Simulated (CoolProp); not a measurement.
R245fa at 298.15 K and 0.595 MPa flows at 4.5 m/s in a round tube of 1 mm bore and 1.5 µm roughness, fully developed (64/Re and Nu = 3.66 if laminar; Colebrook and Gnielinski if turbulent). Each further row changes one setting.

The numbers come from the reference Helmholtz-energy equation of state, Akasaka 2015 in CoolProp.

| case | Reynolds number | Darcy friction factor | pressure drop (Pa/m) | heat-transfer coefficient (W/(m² K)) | mass flow (kg/h) |
|---|---|---|---|---|---|
| as stated | 15200 | 0.0304 | 412000 | 10400 | 17.0 |
| velocity 9 m/s | 30300 | … | … | 19900 | 34.1 |
| diameter 2 mm | 30300 | 0.0253 | … | … | … |

Some entries are withheld; supply them.


- velocity 9 m/s, Darcy friction factor: 0.0270
- velocity 9 m/s, pressure drop (Pa/m): 1470000
- diameter 2 mm, pressure drop (Pa/m): 172000
- diameter 2 mm, heat-transfer coefficient (W/(m² K)): 9500
- diameter 2 mm, mass flow (kg/h): 68.2

Viscosity comes from a separate model (Bell 2016), an estimate that may be off by 10 % or more. Thermal conductivity comes from a separate model (Huber 2003), an estimate that may be off by 10 % or more.
